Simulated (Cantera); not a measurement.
An adiabatic, constant-volume homogeneous reactor starts with 14.8 % CH3OH, 17.0 % O2, 64.1 % N2, 4.14 % H2O, equivalence ratio 1.3, at 1023 K and 750 Torr.

Computed with Cantera and GRI-Mech 3.0 (53 species, 325 reactions). GRI-Mech 3.0 was tuned for natural gas; its chemistry of methanol as a main component is partial and can be far from experiment.

x: mole fraction; the columns are a selection and need not sum to one.

```
t (s)     T (K)  P (bar)  x CH3OH     x O2   x H2O      x CO   x CH2     x HO2     x HCO
--------  -----  -------  -------  -------  ------  --------  ------  --------  --------
4.00e-6    1023     1.00    0.148    0.170  0.0414  1.77e-11  <1e-12  7.14e-11    <1e-12
1.51e-5    1023     1.00    0.148    0.170  0.0414  6.71e-11  <1e-12  3.21e-10    <1e-12
5.71e-5    1023     1.00    0.148    0.170  0.0414  2.54e-10  <1e-12         ?    <1e-12
0.000216   1023     1.00    0.148    0.170  0.0414  9.61e-10  <1e-12   6.00e-9    <1e-12
0.000816   1023     1.00    0.148    0.170  0.0414         ?  <1e-12         ?    <1e-12
0.00309    1023     1.00    0.148    0.170  0.0414   1.38e-8  <1e-12   9.27e-8    <1e-12
0.0117     1023     1.00    0.148    0.170  0.0414   5.36e-8  <1e-12   3.47e-7    <1e-12
0.0441     1023     1.00    0.148    0.170  0.0414   2.33e-7  <1e-12   1.23e-6    <1e-12
0.167      1023     1.00    0.148    0.170  0.0414   6.23e-6  <1e-12   7.83e-6  9.19e-12
0.630      2726     3.05   <1e-12  0.00358   0.246    0.0665  <1e-12   2.40e-6   1.50e-7
2.38       2726     3.05   <1e-12  0.00358   0.246    0.0665  <1e-12   2.40e-6   1.50e-7
9.00       2726     3.05   <1e-12  0.00358   0.246    0.0665  <1e-12   2.40e-6   1.50e-7
```

Q: Complete the blanks.

A: 
- 5.71e-5, x HO2: 1.38e-9
- 0.000816, x CO: 3.64e-9
- 0.000816, x HO2: 2.41e-8
